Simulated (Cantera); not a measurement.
## Hydrocarbon pyrolysis for carbon deposition

An isothermal, constant-pressure homogeneous reactor starts with C₂H₆ : H₂ = 1 : 6.7 (molar parts), at 1148 K and 13300 Pa.

Cantera simulation using GRI-Mech 3.0 (53 species, 325 reactions); the numbers are that mechanism's predictions, not measurements. GRI-Mech 3.0 stops at C3 and has no aromatics, soot or wall deposition, so with more carbon than oxygen in the feed, carbon stays in small species such as C2H2 where larger ones or solid carbon would form.

```json
[
 {"t (s)": "6.00e-5", "x C₂H₆": "0.130", "x H₂": "0.870", "x CH₂": "<1e-12", "x H": "1.19e-7", "x C₂H₂": "<1e-12", "x CH₄": "1.23e-6", "x C₂H₄": "4.98e-7"},
 {"t (s)": "0.000167", "x C₂H₆": "0.130", "x H₂": "0.870", "x CH₂": "<1e-12", "x H": "3.28e-7", "x C₂H₂": "3.75e-12", "x CH₄": "4.87e-6", "x C₂H₄": "6.45e-6"},
 {"t (s)": "0.000465", "x C₂H₆": "0.130", "x H₂": "0.870", "x CH₂": "<1e-12", "x H": "8.98e-7", "x C₂H₂": "2.78e-10", "x CH₄": "1.63e-5", "x C₂H₄": "6.18e-5"},
 {"t (s)": "0.00129", "x C₂H₆": "0.129", "x H₂": "0.870", "x CH₂": "3.67e-12", "x H": "2.40e-6", "x C₂H₂": "1.73e-8", "x CH₄": "7.03e-5", "x C₂H₄": "0.000501"},
 {"t (s)": "0.00360", "x C₂H₆": "0.126", "x H₂": "0.870", "x CH₂": "3.14e-11", "x H": "5.32e-6", "x C₂H₂": "8.29e-7", "x CH₄": "0.000562", "x C₂H₄": "0.00342"},
 {"t (s)": "0.0100", "x C₂H₆": "0.111", "x H₂": "0.870", "x CH₂": "5.90e-11", "x H": "6.79e-6", "x C₂H₂": "1.79e-5", "x CH₄": "0.00333", "x C₂H₄": "0.0150"},
 {"t (s)": "0.0278", "x C₂H₆": "0.0776", "x H₂": "0.870", "x CH₂": "4.89e-11", "x H": "6.96e-6", "x C₂H₂": "0.000171", "x CH₄": "0.0103", "x C₂H₄": "0.0413"},
 {"t (s)": "0.0775", "x C₂H₆": "0.0308", "x H₂": "0.870", "x CH₂": "2.80e-11", "x H": "6.75e-6", "x C₂H₂": "0.00103", "x CH₄": "0.0214", "x C₂H₄": "0.0770"},
 {"t (s)": "0.216", "x C₂H₆": "0.00629", "x H₂": "0.868", "x CH₂": "8.78e-12", "x H": "4.54e-6", "x C₂H₂": "0.00355", "x CH₄": "0.0292", "x C₂H₄": "0.0925"},
 {"t (s)": "0.600", "x C₂H₆": "0.00290", "x H₂": "0.867", "x CH₂": "4.75e-12", "x H": "3.27e-6", "x C₂H₂": "0.00767", "x CH₄": "0.0338", "x C₂H₄": "0.0889"},
 {"t (s)": "1.67", "x C₂H₆": "0.00249", "x H₂": "0.863", "x CH₂": "4.72e-12", "x H": "2.99e-6", "x C₂H₂": "0.0141", "x CH₄": "0.0418", "x C₂H₄": "0.0785"},
 {"t (s)": "4.64", "x C₂H₆": "0.00208", "x H₂": "0.855", "x CH₂": "4.65e-12", "x H": "2.58e-6", "x C₂H₂": "0.0194", "x CH₄": "0.0574", "x C₂H₄": "0.0661"},
 {"t (s)": "12.9", "x C₂H₆": "0.00173", "x H₂": "0.840", "x CH₂": "4.24e-12", "x H": "2.04e-6", "x C₂H₂": "0.0187", "x CH₄": "0.0835", "x C₂H₄": "0.0556"},
 {"t (s)": "35.9", "x C₂H₆": "0.00134", "x H₂": "0.820", "x CH₂": "3.30e-12", "x H": "1.47e-6", "x C₂H₂": "0.0150", "x CH₄": "0.120", "x C₂H₄": "0.0440"},
 {"t (s)": "100", "x C₂H₆": "0.000925", "x H₂": "0.797", "x CH₂": "2.14e-12", "x H": "1.00e-6", "x C₂H₂": "0.0107", "x CH₄": "0.161", "x C₂H₄": "0.0310"}
]
```
x: mole fraction; the columns are a selection and need not sum to one.

Equilibrium at this temperature and pressure: C₂H₆ 4.80e-5, H₂ 0.743, CH₂ <1e-12, H 1.70e-7, C₂H₂ 0.000597, CH₄ 0.254, C₂H₄ 0.00166 (gas phase only).
